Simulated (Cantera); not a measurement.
Mixture: C₃H₈ : O₂ : N₂ = 1 : 7.04 : 36.6 (molar parts), equivalence ratio 0.71, at 0.987 atm, adiabatic and at constant volume. Ignition delay is the time to a rise of 400 K.

Cantera simulation using GRI-Mech 3.0 (53 species, 325 reactions); the numbers are that mechanism's predictions, not measurements. GRI-Mech 3.0 was tuned for natural gas; its chemistry of propane as a main component is partial and can be far from experiment.

### Question
What does this change do: C3H8 1 to 0.51 parts?

### Answer
| quantity | before | after |
|---|---|---|
| delay at 1300 K | 1.07 ms | 0.944 ms |
| delay at 1400 K | 0.246 ms | 0.225 ms |
| delay at 1500 K | 81.8 µs | 82.7 µs |
| delay at 1600 K | 36.5 µs | 49.0 µs |
Where the delays flatten at high temperature, the 400 K rule measures the pace of heat release, not the induction time.

### Question
What does this change do: 2.4 parts H2O added?

### Answer
```json
[
 {"quantity": "delay at 1300 K", "before": "1.07 ms", "after": "1.13 ms"},
 {"quantity": "delay at 1400 K", "before": "0.246 ms", "after": "0.259 ms"},
 {"quantity": "delay at 1500 K", "before": "81.8 µs", "after": "84.5 µs"},
 {"quantity": "delay at 1600 K", "before": "36.5 µs", "after": "37.1 µs"},
 {"quantity": "apparent activation energy between 1550 and 1650 K", "before": "150 kJ/mol", "after": "150 kJ/mol"}
]
```
